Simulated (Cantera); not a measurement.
A perfectly stirred reactor is fed with CH4 : H2 = 0.0071 : 1 (molar parts), at 20.0 Torr; it is held at 2325 K, and followed from long to short residence time.

Detailed kinetics in Cantera: GRI-Mech 3.0 (53 species, 325 reactions). GRI-Mech 3.0 stops at C3 and has no aromatics, soot or wall deposition, so with more carbon than oxygen in the feed, carbon stays in small species such as C2H2 where larger ones or solid carbon would form. Radical loss at walls, strong at low pressure, is not modelled.

x: mole fraction; the columns are a selection and need not sum to one.

| τ (s) | x CH4 | x H2 | x CH2 | x C2H4 | x CH3 |
|---|---|---|---|---|---|
| 2.1 | (withheld) | 0.937 | 3.31e-6 | 1.38e-7 | 3.45e-5 |
| 0.93 | (withheld) | 0.943 | 4.85e-6 | 1.64e-7 | 5.64e-5 |
| 0.42 | (withheld) | 0.951 | 6.93e-6 | 2.26e-7 | 9.59e-5 |
| 0.19 | (withheld) | 0.959 | 9.55e-6 | 3.72e-7 | 0.000165 |
| 0.085 | (withheld) | 0.966 | 1.27e-5 | 7.23e-7 | 0.000278 |
| 0.038 | (withheld) | 0.972 | 1.63e-5 | 1.54e-6 | 0.000447 |
| 0.017 | (withheld) | 0.976 | 1.94e-5 | 3.25e-6 | 0.000671 |
| 0.0078 | (withheld) | 0.979 | 2.02e-5 | 5.92e-6 | 0.000900 |

Q: Fill in the missing entries.

A: 
- 2.1, x CH4: 2.93e-5
- 0.93, x CH4: 5.33e-5
- 0.42, x CH4: 0.000107
- 0.19, x CH4: 0.000229
- 0.085, x CH4: 0.000482
- 0.038, x CH4: 0.000958
- 0.017, x CH4: 0.00178
- 0.0078, x CH4: 0.00302
